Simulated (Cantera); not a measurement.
A perfectly stirred reactor is fed with 63.3 % NH3, 36.7 % H2, at 54.8 Torr; it is held at 2248 K, and followed from long to short residence time.

Computed with Cantera and the gas-phase N/H chemistry of the illustrative SiF4/NH3 mechanism in the Surface Chemkin manual (1991). Walls and surfaces, which speed up NH3 decomposition in real reactors, are not modelled.

x: mole fraction; the columns are a selection and need not sum to one.

```
τ (s)       x NH3   x H2      x N2H4   x N2H2     x NH2       x H
-------  --------  -----  ----------  -------  --------  --------
8.6      0.000316  0.789    3.24e-12  7.15e-9   2.40e-5    0.0192
2.3       0.00355  0.797    6.00e-11  6.87e-8  0.000103   0.00739
0.61       0.0284  0.784    6.83e-10  3.98e-7  0.000347   0.00306
0.16        0.107  0.730  (withheld)  1.58e-6  0.000821   0.00180
0.044       0.270  0.617  (withheld)  4.61e-6   0.00154   0.00112
0.012       0.464  0.482  (withheld)  9.02e-6   0.00222  0.000740
0.0031      0.580  0.402  (withheld)  1.15e-5   0.00252  0.000565
0.00084     0.619  0.375  (withheld)  9.68e-6   0.00238  0.000467
0.00022     0.630  0.368  (withheld)  3.31e-6   0.00156  0.000295
```

Problem. Some entries are withheld; supply them.

Solution. 
- 0.16, x N2H4: 3.84e-9
- 0.044, x N2H4: 1.34e-8
- 0.012, x N2H4: 2.79e-8
- 0.0031, x N2H4: 3.62e-8
- 0.00084, x N2H4: 3.23e-8
- 0.00022, x N2H4: 1.39e-8
